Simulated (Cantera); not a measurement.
A closed system holds: 1 mol K₂CO₃, 0.83 mol H₂, 4.1 mol O₂, at 1.00 bar.

These are equilibrium values from Cantera (NASA tables, ideal gas, pure condensed phases), not measurements of a reactor. Candidate condensed phases: C, C₆H₆, C₇H₈, C₈H₁₈, H₂O, K, KOH, KO₂, K₂CO₃, K₂O, K₂O₂; 116 gas species. The numbers say what is thermodynamically allowed, not how fast it happens.

x: gas mole fraction; n: condensed amount in mol.

```
T (K)   x O₂    x KOH    x H₂O     x CO₂       x K      x KO  x K₂(OH)₂  n K₂CO₃(s)  n K₂CO₃(l)
-----  -----  -------  -------  --------  --------  --------  ---------  ----------  ----------
1100   0.815  0.00122    0.183  0.000633   2.69e-9  9.04e-10    2.06e-5       0.997           0
1200   0.812      [?]    0.180       [?]       [?]       [?]        [?]           0       0.987
1300   0.802   0.0173    0.172   0.00880   1.07e-6   2.65e-7   0.000158           0       0.960
1400   0.779   0.0449    0.153    0.0228   1.08e-5   2.35e-6   0.000299           0       0.892
1500   0.737   0.0959    0.118    0.0485   8.17e-5   1.56e-5   0.000452           0       0.758
1600   0.679    0.166   0.0693    0.0839  0.000499   8.39e-5   0.000517           0       0.545
1700   0.627      [?]      [?]       [?]       [?]       [?]        [?]           0         [?]
1800   0.594    0.251  0.00741     0.133    0.0121   0.00164   0.000239           0       0.174
```

Task: Complete the blanks.

Result: 
- 1200, x KOH: 0.00538
- 1200, x CO₂: 0.00276
- 1200, x K: 7.16e-8
- 1200, x KO: 2.04e-8
- 1200, x K₂(OH)₂: 6.82e-5
- 1700, x KOH: 0.227
- 1700, x H₂O: 0.0271
- 1700, x CO₂: 0.115
- 1700, x K: 0.00263
- 1700, x KO: 0.000393
- 1700, x K₂(OH)₂: 0.000414
- 1700, n K₂CO₃(l): 0.321
